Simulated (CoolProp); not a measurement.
n-nonane at 380.57 K and 0.0211 MPa flows at 3.7 m/s in a round tube of 20 mm bore and 1.5 µm roughness, fully developed (64/Re and Nu = 3.66 if laminar; Colebrook and Gnielinski if turbulent). Each further row changes one setting.

Computed with CoolProp (reference Helmholtz-energy equation of state, Lemmon 2006). It is a short technical equation, of lower accuracy than the large ones.

```json
[
 {"case": "as stated", "Reynolds number": "9390", "Darcy friction factor": "___", "pressure drop (Pa/m)": "9.39", "heat-transfer coefficient (W/(m² K))": "25.4", "mass flow (kg/h)": "3.64"},
 {"case": "velocity 7.4 m/s", "Reynolds number": "18800", "Darcy friction factor": "0.0264", "pressure drop (Pa/m)": "___", "heat-transfer coefficient (W/(m² K))": "44.8", "mass flow (kg/h)": "7.29"},
 {"case": "diameter 40 mm", "Reynolds number": "18800", "Darcy friction factor": "0.0264", "pressure drop (Pa/m)": "___", "heat-transfer coefficient (W/(m² K))": "___", "mass flow (kg/h)": "14.6"}
]
```

Complete the blanks.


- as stated, Darcy friction factor: 0.0315
- velocity 7.4 m/s, pressure drop (Pa/m): 31.5
- diameter 40 mm, pressure drop (Pa/m): 3.93
- diameter 40 mm, heat-transfer coefficient (W/(m² K)): 22.3

Viscosity comes from a separate model (Huber 2004). Thermal conductivity comes from a separate model (Huber 2005).
